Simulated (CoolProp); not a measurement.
Water along the isotherm 350.95 °C: Z from the reference equation and from simpler models built on Tc = 373.9 °C, pc = 22060 kPa, ω = 0.344; each cubic takes its own stable root.

Model: reference Helmholtz-energy equation of state, Wagner 2002, in CoolProp.

| p (kPa) | phase | reference |
|---|---|---|
| 316 | gas | 0.9945 |
| 477 | gas | 0.9917 |
| 720 | gas | 0.9874 |
| 1090 | gas | 0.9808 |
| 1640 | gas | 0.9708 |
| 2470 | gas | 0.9552 |
| 3730 | gas | 0.9305 |
| 5620 | gas | 0.8907 |
| 8480 | gas | 0.8229 |
| 12800 | gas | 0.6938 |
| 19300 | liquid | 0.1132 |
| 29100 | liquid | 0.1583 |
| 43900 | liquid | 0.2245 |
| 66300 | liquid | 0.3201 |
| 100000 | liquid | 0.4562 |

### Question
How far does each simpler model (van der Waals, Redlich-Kwong, Soave-Redlich-Kwong, Peng-Robinson) lie from the reference over these 15 states: mean and median of the absolute difference, and the worst?

### Answer
- van der Waals: mean 32.6 %, median 2.3 %, worst +113.8 % at 350.95 °C and 19300 kPa
- Redlich-Kwong: mean 17.5 %, median 0.7 %, worst +63.6 % at 350.95 °C and 19300 kPa
- Soave-Redlich-Kwong: mean 16.0 %, median 0.4 %, worst +53.8 % at 350.95 °C and 19300 kPa
- Peng-Robinson: mean 10.7 %, median 0.7 %, worst +37.1 % at 350.95 °C and 19300 kPa
